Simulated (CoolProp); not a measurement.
Ethanol at several states: Z from the reference equation and from simpler models built on Tc = 241.6 °C, pc = 62.68 bar, ω = 0.644; each cubic takes its own stable root.

The numbers come from the reference Helmholtz-energy equation of state, Schroeder 2014 in CoolProp.

```
T (°C)  p (bar)  phase  reference
------  -------  -----  ---------
240.45     48.7    gas     0.6703
340.95     28.8    gas     0.9394
251.25     27.1    gas     0.8677
```

How far does each simpler model (Soave-Redlich-Kwong, Peng-Robinson) lie from the reference over these 3 states: mean and median of the absolute difference, and the worst?


- Soave-Redlich-Kwong: mean 2.1 %, median 2.1 %, worst -3.2 % at 240.45 °C and 48.7 bar
- Peng-Robinson: mean 4.5 %, median 3.8 %, worst -7.0 % at 240.45 °C and 48.7 bar
